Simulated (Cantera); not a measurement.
An isothermal, constant-pressure homogeneous reactor starts with CH4 : N2 = 1 : 3.1 (molar parts), at 1475 K and 1.00 bar.

Cantera simulation using GRI-Mech 3.0 (53 species, 325 reactions); the numbers are that mechanism's predictions, not measurements. GRI-Mech 3.0 stops at C3 and has no aromatics, soot or wall deposition, so with more carbon than oxygen in the feed, carbon stays in small species such as C2H2 where larger ones or solid carbon would form.

### Question
Predict: x(CH4) at 20.0 s; x(C2H) at 20.0 s; x(CH3) at 20.0 s; x(C2H2) at 20.0 s; x(C2H6) at 20.0 s; x(C2H4) at 20.0 s; x(H) at 20.0 s.

### Answer
| Item | Value |
|---|---|
| x(CH4) at 20.0 s | 0.0373 (gas-phase equilibrium 0.0300) |
| x(C2H) at 20.0 s | 3.27e-9 (gas-phase equilibrium 1.81e-9) |
| x(CH3) at 20.0 s | 1.99e-5 (gas-phase equilibrium 1.56e-5) |
| x(C2H2) at 20.0 s | 0.0769 (gas-phase equilibrium 0.0436) |
| x(C2H6) at 20.0 s | 1.75e-5 (gas-phase equilibrium 1.08e-5) |
| x(C2H4) at 20.0 s | 0.00683 (gas-phase equilibrium 0.00404) |
| x(H) at 20.0 s | 6.45e-6 (gas-phase equilibrium 6.60e-6) |
